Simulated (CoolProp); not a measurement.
A single-stage vapour-compression cycle with R11: evaporating at 268.15 K (dew point), condensing at 325.15 K (bubble point), superheat 8 K, subcooling 8 K, compressor efficiency 0.8, no pressure losses. Each further row changes one setting.

Model: reference Helmholtz-energy equation of state, Jacobsen 1992, in CoolProp.

```tsv
case	cooling COP	pressure ratio	discharge temperature (K)	refrigerating effect (kJ/kg)	volumetric capacity (kJ/m³)
as stated	3.29	7.75	359.2	153	300
evaporating temperature 273.15 K	___	___	355.7	___	374
condensing temperature 320.15 K	3.67	6.69	352.8	158	309
subcooling 13 K	___	7.75	359.2	158	309
superheat 18 K	3.29	7.75	370.8	___	300
compressor efficiency 0.7	2.88	7.75	___	153	300
```

Some entries are withheld; supply them.


- evaporating temperature 273.15 K, cooling COP: 3.74
- evaporating temperature 273.15 K, pressure ratio: 6.23
- evaporating temperature 273.15 K, refrigerating effect (kJ/kg): 156
- subcooling 13 K, cooling COP: 3.39
- superheat 18 K, refrigerating effect (kJ/kg): 159
- compressor efficiency 0.7, discharge temperature (K): 369.5
